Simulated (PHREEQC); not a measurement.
A solution holds 18 mmol/kgw CuSO4, 0.037 mmol/kgw H2SO4 and 190 mmol/kgw H3BO3, at 25 °C. Closed to the air; pH follows from the charge balance.

Model: ion-association model, phreeqc.dat, run in PHREEQC.

Each row changes one thing in this solution. This is a speciation only: nothing precipitates in the calculation.

```tsv
case	pH	ionic strength (mol/kgw)	SO4-2 (mol/kgw)	Cu+2 (mol/kgw)	CuSO4 (mol/kgw)	HSO4- (mol/kgw)
as made	4.35	0.0467	0.0117	0.0117	0.00634	2.91e-5
temperature from 25 to 90 °C	(withheld)	0.0442	0.0110	0.0109	0.00685	(withheld)
temperature from 25 to 80 °C	4.21	0.0443	0.0110	0.0110	0.00685	(withheld)
CuSO4 from 0.018 to 0.0198 mol/kgw	4.35	0.0507	0.0127	0.0126	0.00715	3.06e-5
H2SO4 from 3.7e-05 to 0.00037 mol/kgw	(withheld)	0.0472	0.0118	0.0117	0.00635	(withheld)
CuSO4 from 0.018 to 0.027 mol/kgw	4.37	0.0662	0.0165	0.0165	0.0105	3.58e-5
```

Q: Complete the blanks.

A: 
- temperature from 25 to 90 °C, pH: 4.17
- temperature from 25 to 90 °C, HSO4- (mol/kgw): 0.000215
- temperature from 25 to 80 °C, HSO4- (mol/kgw): 0.000147
- H2SO4 from 3.7e-05 to 0.00037 mol/kgw, pH: 3.39
- H2SO4 from 3.7e-05 to 0.00037 mol/kgw, HSO4- (mol/kgw): 0.000265

Species that the database lacks are ignored. At this temperature some constants are extrapolated from 25 °C, and those without enthalpy data are left unchanged.
